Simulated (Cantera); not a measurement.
Charge: 1 mol Al(CH3)3, 3 mol N2, held at 1223.15 K and 100 Torr.

Equilibrium computed with Cantera from the NASA thermochemical tables; the gas is ideal and each condensed phase is pure. Candidate condensed phases: Al, AlN, C, C6H6, C7H8, C8H18; 97 gas species. The feed counts by its element totals alone. The numbers say what is thermodynamically allowed, not how fast it happens.

Base state: H2 0.642, N2 0.357, CH4 0.000731, HCN 4.59e-5 (mole fractions); condensed: AlN(s) + C(graphite).

Question: What changes in the equilibrium state with this change: temperature from 1223.15 K to 1698 K?

Answer: 
| species | before | after |
|---|---|---|
| H2 | 0.642 | 0.642 |
| N2 | 0.357 | 0.356 |
| HCN | 4.59e-5 | 0.00173 |
| CH4 | 0.000731 | 6.06e-5 |
| H | 6.61e-7 | 0.000317 |
| C2H2 (acetylene) | 1.01e-7 | 4.62e-5 |
| HNC | 2.57e-7 | 5.15e-5 |
| AlN(s), mol | 1.00 | 1.000 |
| C(graphite), mol | 2.99 | 2.99 |
